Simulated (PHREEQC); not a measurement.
PHREEQC input (ion-association model, wateq4f.dat):

```
SOLUTION_MASTER_SPECIES
  An  An-  0  An  62.0  # stands for a non-complexing anion
SOLUTION_SPECIES
  An- = An-
    -log_k 0
    -gamma 3.0 0
PHASES
  Fix_H+
    H+ = H+
    -log_k 0
SOLUTION 1
  temp 25
  units mmol/kgw
  pH 7 charge
  F 0.0056
  Na 5.0056
  Cl 0.0056
  Zn 0.0028
  An 5
END
SELECTED_OUTPUT 1
  -reset false
  -pH true
  -pe true
  -ionic_strength true
  -water true
  -totals Cl F Na Zn
  -molalities Hfo_wOH Hfo_wOH2+ Hfo_wO- Hfo_sOH Hfo_sOH2+ Hfo_sO- Hfo_wF Hfo_wOHF- Hfo_sOZn+ Hfo_wOZn+
  -saturation_indices Zn(OH)2-e Zn5(OH)8Cl2 Halite ZnF2
USER_PUNCH 1
  -headings sigma psi
  10 PUNCH EDL("sigma", "Hfo"), EDL("psi", "Hfo")
PRINT
  -reset false
USE solution 1
SURFACE 1
  Hfo_wOH 0.002 600 0.89
  Hfo_sOH 5e-05
EQUILIBRIUM_PHASES 1
  Fix_H+ -4 HAn 10
    -force_equality true
  O2(g) -0.68 10
END
# ... the last block is repeated for the other 16 points of pH, with NaOH or the acid as the point needs
```

Selected output (columns that matter, 17 of 17 rows; pH added in front):

```
pH	mu	F	Na	Zn	m_Hfo_wOH	m_Hfo_wOH2+	m_Hfo_wO-	m_Hfo_sOH	si_Zn(OH)2-e	si_Zn5(OH)8Cl2	si_Halite	si_ZnF2	sigma	psi
4	0.005637	5.9673e-08	0.0050056	2.7972e-06	0.00094557	0.001029	1.9906e-05	2.3704e-05	-9.1869	-45.508	-9.204	-18.8	0.18632	0.19245
4.38	0.0054601	8.5042e-08	0.0050056	2.7872e-06	0.0011358	0.00082276	3.592e-05	2.8467e-05	-8.4266	-42.466	-9.203	-18.427	0.14507	0.18043
4.75	0.0053399	1.3333e-07	0.0050056	2.7446e-06	0.0012782	0.00065964	5.6736e-05	3.2007e-05	-7.692	-39.532	-9.2023	-18.014	0.11094	0.16725
5.12	0.0052509	2.2437e-07	0.0050056	2.5696e-06	0.0013795	0.0005334	8.1729e-05	3.4427e-05	-6.9797	-36.71	-9.2017	-17.577	0.082918	0.15278
5.5	0.005181	4.0253e-07	0.0050056	1.9731e-06	0.0014476	0.00043737	0.00010976	3.571e-05	-6.3337	-34.24	-9.2013	-17.178	0.060023	0.13664
5.88	0.0051271	7.3975e-07	0.0050056	9.3461e-07	0.0014886	0.00036884	0.00013763	3.5973e-05	-5.8978	-32.82	-9.201	-16.971	0.042368	0.11926
6.25	0.0050884	1.3194e-06	0.0050056	2.6759e-07	0.001511	0.0003224	0.00016223	3.6021e-05	-5.701	-32.575	-9.2008	-17.01	0.029412	0.10121
6.62	0.0050609	2.203e-06	0.0050056	5.886e-08	0.0015231	0.00029043	0.00018298	3.6141e-05	-5.6193	-32.907	-9.2006	-17.223	0.019825	0.082208
7	0.0050407	3.2999e-06	0.0050056	1.1362e-08	0.0015296	0.00026782	0.00020014	3.6242e-05	-5.576	-33.45	-9.2005	-17.588	0.01265	0.061921
7.38	0.0050261	4.2803e-06	0.0050056	2.1413e-09	0.0015329	0.00025197	0.00021365	3.6296e-05	-5.5478	-34.069	-9.2004	-18.094	0.0073778	0.041065
7.75	0.005015	4.9232e-06	0.0050056	4.2956e-10	0.0015344	0.00024047	0.0002243	3.6318e-05	-5.5271	-34.706	-9.2003	-18.691	0.0033862	0.020402
8.12	0.0050125	5.2786e-06	0.0050127	9.6534e-11	0.0015349	0.00023091	0.00023374	3.6323e-05	-5.5094	-35.357	-9.1997	-19.353	-7.034e-05	-0.00043512
8.5	0.0050245	5.4561e-06	0.0050346	3.0349e-11	0.0015346	0.0002214	0.00024369	3.6313e-05	-5.491	-36.025	-9.1979	-20.066	-0.0036419	-0.021838
8.88	0.005041	5.5364e-06	0.0050626	1.7698e-11	0.0015334	0.00021069	0.00025568	3.6284e-05	-5.4695	-36.678	-9.1956	-20.792	-0.0078276	-0.043064
9.25	0.0050667	5.5712e-06	0.005103	1.5704e-11	0.0015307	0.00019777	0.00027139	3.6218e-05	-5.442	-37.281	-9.1923	-21.499	-0.013117	-0.063373
9.62	0.0051125	5.5867e-06	0.0051687	1.6353e-11	0.0015248	0.00018127	0.00029382	3.6078e-05	-5.4042	-37.832	-9.187	-22.199	-0.020314	-0.083122
10	0.005204	5.5939e-06	0.0052886	1.8581e-11	0.0015122	0.0001598	0.00032784	3.5781e-05	-5.3494	-38.318	-9.1776	-22.904	-0.030577	-0.10257
```

Complexes and solids missing from the database can't appear.
